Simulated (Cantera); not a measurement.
A perfectly stirred reactor is fed with CH4 : O2 : N2 = 1 : 1.54 : 5.78 (molar parts), equivalence ratio 1.3, at 3750 Torr; it is adiabatic with a 425 K inlet, and is followed from long to short residence time, starting on the burning branch (τ in s: 0.21, 0.091, 0.04, 0.017, 0.0077, 0.0034, 0.0015, 0.00065, 0.00028, 0.00012, 5.5e-05).

Cantera simulation using GRI-Mech 3.0 (53 species, 325 reactions); the numbers are that mechanism's predictions, not measurements.

**Question.** What does this change do: CH4 1 to 0.64 parts?

**Answer.** 
```json
[
 {"quantity": "blow-out, bracketed by the residence times tried", "before": "burning at 0.280 ms, out at 0.120 ms", "after": "burning at 55.0 µs, the shortest tried"},
 {"quantity": "x(CH4) at τ = 0.210 s", "before": "3.84e-5", "after": "7.09e-7"},
 {"quantity": "x(O2) at τ = 0.210 s", "before": "2.46e-5", "after": "0.0318"},
 {"quantity": "x(C2H) at τ = 0.210 s", "before": "1.60e-10", "after": "<1e-12"},
 {"quantity": "x(HO2) at τ = 0.210 s", "before": "8.68e-9", "after": "2.23e-6"},
 {"quantity": "x(N2O) at τ = 0.210 s", "before": "6.90e-9", "after": "5.05e-7"},
 {"quantity": "x(CH4) at τ = 3.40 ms", "before": "0.000656", "after": "2.74e-5"},
 {"quantity": "x(O2) at τ = 3.40 ms", "before": "0.000771", "after": "0.0333"},
 {"quantity": "x(C2H) at τ = 3.40 ms", "before": "6.90e-8", "after": "6.17e-11"},
 {"quantity": "x(HO2) at τ = 3.40 ms", "before": "3.21e-7", "after": "3.96e-6"},
 {"quantity": "x(N2O) at τ = 3.40 ms", "before": "5.48e-8", "after": "7.95e-7"}
]
```
